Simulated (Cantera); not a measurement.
# SiHCl3 + NH3 + N2 (silicon nitride deposition)

Charge: 1 mol SiHCl3, 5.3 mol NH3, a varied amount of N2, held at 120 Pa.

These are equilibrium values from Cantera (NASA tables, ideal gas, pure condensed phases), not measurements of a reactor. Candidate condensed phases: NH4Cl, Si, Si3N4; 28 gas species. The tables' values for SiCl3 are old estimates. Rates play no part.

Q: Map the stable condensed phases over T = 1223, 1298, 1373, 1448, 1523, 1598, 1673, 1748, 1823, 1898 K and n(N2) in mol = 7.4, 10, 15, 21, 29, 41, 58.

A: 
```
T in K \ n(N2) in mol
         7.4  10  15  21  29  41  58
   1898    A   A   A   A   A   A   A
   1823    B   B   B   B   B   A   A
   1748    B   B   B   B   B   B   B
   1673    B   B   B   B   B   B   C
   1598    C   C   C   C   C   C   C
   1523    C   C   C   C   C   C   C
   1448    C   C   C   C   C   C   C
   1373    C   C   C   C   C   C   C
   1298    C   C   C   C   C   C   C
   1223    C   C   C   C   C   C   C
```
A: gas only; B: Si; C: Si3N4.
